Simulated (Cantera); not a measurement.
Input (Python, Cantera):

```python
import numpy as np
import cantera as ct

gas = ct.Solution("h2o2.yaml")
gas.TPX = 1125, 1200, {'H2': 2.6, 'O2': 1}
reactor = ct.IdealGasConstPressureReactor(gas, energy="off", clone=False)
net = ct.ReactorNet([reactor])
net.rtol, net.atol = 1e-08, 1e-18
show = ['H2', 'O2', 'OH', 'O', 'H2O2', 'HO2', 'H2O']
times = np.geomspace(8e-05, 70, 10)

steps = ct.SolutionArray(gas, extra=["t"])
rows = []
print(f"{'t/s':>10s}{'T/K':>9s}{'P/Pa':>11s}" + "".join(f"{s:>11s}" for s in show))
for t in times:
    while net.time < t:
        t_next = net.step()
        steps.append(gas.state, t=t_next)
    rows.append([np.interp(t, steps.t, y) for y in (steps.T, steps.P, *steps(*show).X.T)])
    print(f"{t:10.3e}{rows[-1][0]:9.1f}{rows[-1][1]:11.4g}" + "".join(f"{x:11.3e}" for x in rows[-1][2:]))
rate = np.gradient(steps.T, steps.t)
print("integrator steps:", len(steps.t))
if steps.T.max() > steps.T[0] + 200:
    print(f"time of steepest temperature rise: {steps.t[rate.argmax()]:.4e} s")
gas.TPX = 1125, 1200, {'H2': 2.6, 'O2': 1}
gas.equilibrate("TP")
print(f"equilibrium (TP): T = {gas.T:.1f} K  " + "  ".join(f"{s} {gas[s].X[0]:.3e}" for s in show))
```

Result:

```
       t/s      T/K       P/Pa         H2         O2         OH          O       H2O2        HO2        H2O
 8.000e-05   1125.0       1200  7.222e-01  2.778e-01  1.193e-10  2.415e-10  3.061e-12  2.918e-09  6.770e-10
 3.659e-04   1125.0       1200  7.222e-01  2.778e-01  2.048e-09  4.499e-09  6.399e-11  1.342e-08  4.020e-08
 1.673e-03   1125.0       1200  7.216e-01  2.776e-01  1.509e-05  3.325e-05  5.741e-09  1.052e-06  3.911e-04
 7.652e-03   1125.0       1200  1.266e-01  3.782e-02  6.602e-03  1.741e-02  1.309e-07  1.556e-06  5.076e-01
 3.499e-02   1125.0       1200  1.695e-01  4.151e-03  2.521e-03  1.878e-03  6.534e-08  2.267e-07  7.065e-01
 1.600e-01   1125.0       1200  2.159e-01  1.048e-04  4.550e-04  5.674e-05  1.058e-08  6.245e-09  7.587e-01
 7.319e-01   1125.0       1200  2.276e-01  3.996e-06  9.133e-05  2.258e-06  1.999e-09  2.672e-10  7.671e-01
 3.347e+00   1125.0       1200  2.301e-01  1.811e-07  1.949e-05  1.026e-07  3.723e-10  1.684e-11  7.688e-01
 1.531e+01   1125.0       1200  2.306e-01  8.666e-09  4.236e-06  4.843e-09  5.181e-11  1.372e-12  7.691e-01
 7.000e+01   1125.0       1200  2.307e-01  4.204e-10  9.251e-07  2.309e-10  4.283e-12  9.492e-14  7.692e-01
integrator steps: 2436
equilibrium (TP): T = 1125.0 K  H2 2.308e-01  O2 5.451e-15  OH 3.406e-09  O 3.131e-15  H2O2 7.288e-17  HO2 3.271e-19  H2O 7.692e-01
```

Detailed kinetics in Cantera: the H2/O2 subset of GRI-Mech 3.0, which has no nitrogen chemistry. Radical loss at walls, strong at low pressure, is not modelled. The temperature is held fixed by assumption; the heat of reaction is taken as removed at once.
